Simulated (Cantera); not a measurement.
## Silicon etching in halogen gases: Si + Br2 + N2

Feed: 1 mol Si, 0.72 mol Br2, 6.6 mol N2, held at 0.0293 Torr.

Method: chemical equilibrium by Gibbs-energy minimisation in Cantera with the NASA 1993 tables (ideal gas, pure condensed phases). Candidate condensed phases: Br2, Si, Si3N4; 13 gas species. N2 is the only nitrogen source here; it is nearly inert below about 1500 K, so the nitride shown seldom forms there in practice. The tables' values for SiBr, SiBr3, SiN are old estimates; treat these amounts as uncertain. Rates play no part.

| T (K) | log p N2 | log p Br | log p SiBr2 | log p SiBr4 | n Si3N4(s) | n Si(s) |
|---|---|---|---|---|---|---|
| 523 | -4.43 | -14.49 | <-16 | -5.67 | 0.213 | 0 |
| 623 | -4.43 | -12.03 | <-16 | -5.67 | 0.213 | 0 |
| 723 | -4.43 | -10.25 | -13.23 | -5.67 | 0.213 | 0 |
| 823 | -4.43 | -8.90 | -10.80 | -5.67 | 0.213 | 0 |
| 923 | -4.43 | -7.84 | -8.90 | -5.67 | 0.213 | 0 |
| 1023 | -4.43 | -6.99 | -7.39 | -5.68 | 0.213 | 0 |
| 1123 | -4.44 | -6.32 | -6.20 | -5.80 | 0.201 | 0 |
| 1223 | -4.46 | -5.93 | -5.56 | -6.61 | 0.147 | 0 |
| 1323 | -4.46 | -5.84 | -5.50 | -8.23 | 0.139 | 0 |
| 1423 | -4.47 | -5.79 | -5.51 | -9.75 | 0.143 | 0 |
| 1523 | -4.47 | -5.66 | -5.58 | -10.97 | 0 | 0.483 |
| 1623 | -4.48 | -5.44 | -5.75 | -11.92 | 0 | 0.595 |
log p: log10 of the partial pressure in bar; n: condensed amount in mol.

From 523 K to 1423 K the condensed part is Si3N4(s). From 1523 K to 1623 K the condensed part is Si(s). The main Si-bearing gas is SiBr4 at 523 K and SiBr2 at 1623 K.
